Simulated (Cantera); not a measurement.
A freely propagating, adiabatic, planar premixed flame of 6.77 % CO, 7.44 % H2, 4.94 % CH4, 17.0 % O2, 63.9 % N2, unburnt at 350 K and 10.0 bar; multicomponent+Soret transport, grid criteria slope 0.08 and curve 0.16, no radiation.

Detailed kinetics in Cantera: GRI-Mech 3.0 (53 species, 325 reactions). Burning velocities carry a grid error of a few per cent, more on coarse grids.

x: mole fraction of selected species; z is measured from the peak of heat release.

```
z (mm)   T (K)  u (m/s)     x CO     x H2     x CH4     x NO     x O2     x CO2
-------  -----  -------  -------  -------  --------  -------  -------  --------
-0.168     350    0.385   0.0678   0.0728    0.0495    <1e-8    0.170   5.57e-8
-0.112     351    0.384   0.0681   0.0683    0.0496    <1e-8    0.171   2.20e-6
-0.0840    358    0.388   0.0686   0.0614    0.0496    <1e-8    0.172   3.20e-5
-0.0560    [?]    0.452   0.0694   0.0470    0.0476  4.35e-8    0.172  0.000696
-0.0280    [?]    0.916   0.0689   0.0301    0.0342  1.65e-6    0.143    0.0107
-0.0140    [?]     1.41   0.0672   0.0226    0.0191  6.18e-6    0.104    0.0267
0          [?]     1.88   0.0610   0.0149   0.00420  1.25e-5   0.0584    0.0507
0.0140    1999     2.10   0.0459  0.00918  0.000218  2.00e-5   0.0324    0.0738
0.0280    2104     2.20   0.0338  0.00723   6.11e-6  2.62e-5   0.0229    0.0880
0.0560    2209     2.29   0.0233  0.00588   1.34e-8  3.48e-5   0.0163    0.0999
0.112     2293     2.37   0.0164  0.00433     <1e-8  4.66e-5   0.0117     0.108
0.224     2345     2.42   0.0120  0.00313     <1e-8  6.25e-5  0.00885     0.112
0.448     2371     2.44  0.00953  0.00249     <1e-8  8.64e-5  0.00731     0.115
```

Q: Fill in the missing entries.

A: 
- -0.0560, T (K): 421
- -0.0280, T (K): 862
- -0.0140, T (K): 1327
- 0, T (K): 1776
